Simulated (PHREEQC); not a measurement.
Consider water at 20 °C with 0.17 mol CuSO4, 0.0019 mol HBF4 and 0.058 mol NaCl per kg of water. Closed to the air; pH follows from the charge balance.

Model: ion-association model, wateq4f.dat, run in PHREEQC.

Each row changes one thing in this solution. This is a speciation only: nothing precipitates in the calculation.

```csv
case,pH,ionic strength (mol/kgw),Cu+2 (mol/kgw),SO4-2 (mol/kgw),CuSO4 (mol/kgw),Na+ (mol/kgw),SI of Chalcanthite (CuSO4:5H2O),SI of Atacamite (Cu2(OH)3Cl)
as made,3.02,0.403,0.0872,0.0834,0.0794,0.0530,-0.71,-3.23
HBF4 left out,___,0.401,0.0868,0.0846,0.0804,0.0530,-0.71,___
temperature from 20 to 15 °C,3.00,0.406,0.0882,0.0840,0.0790,0.0531,___,-3.51
0.2 mol/kgw Na2SO4 added,3.17,0.820,___,0.204,0.0928,0.388,-0.62,-3.12
temperature from 20 to 10 °C,2.98,0.409,0.0893,0.0847,0.0784,0.0532,___,-3.80
```

Task: Some entries are withheld; supply them.

Result: 
- HBF4 left out, pH: 4.51
- HBF4 left out, SI of Atacamite (Cu2(OH)3Cl): +1.25
- temperature from 20 to 15 °C, SI of Chalcanthite (CuSO4:5H2O): -0.68
- 0.2 mol/kgw Na2SO4 added, Cu+2 (mol/kgw): 0.0747
- temperature from 20 to 10 °C, SI of Chalcanthite (CuSO4:5H2O): -0.65

The ionic strength passes 0.7 mol/kgw, the rough limit of the ion-association models, in 0.2 mol/kgw Na2SO4 added. Species that the database lacks are ignored. Some of these states are supersaturated (in Antlerite, Brochantite, for instance). Away from 25 °C the constants follow the database's enthalpies or fits; those with neither stay at their 25 °C values. Real BF4- forms and hydrolyses slowly; the run takes it at equilibrium.
